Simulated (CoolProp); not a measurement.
Vapour pressure (MPa) of fluorine: the reference equation beside estimates from Tc = -128.7 °C, pc = 5.240 MPa, ω = 0.045.

Model: reference Helmholtz-energy equation of state, de Reuck 1990, in CoolProp.

```csv
T (°C),reference,Soave-Redlich-Kwong,Peng-Robinson
-201.35,0.01630,0.01648,0.01781
-197.45,0.03005,0.03038,0.03228
-193.55,0.05186,0.05243,0.05496
-189.75,0.08366,0.08459,0.08766
-185.85,0.1304,0.1318,0.1353
-181.95,0.1950,0.1972,0.2008
-178.05,0.2815,0.2848,0.2880
-174.25,0.3907,0.3955,0.3980
-170.35,0.5327,0.5396,0.5406
-166.45,0.7093,0.7192,0.7180
-162.65,0.9190,0.9327,0.9287
-158.75,1.177,1.196,1.189
```

Absolute difference from the reference over all 12 rows, mean and median: Soave-Redlich-Kwong 1.2 and 1.2 %, Peng-Robinson 3.6 and 2.6 %.
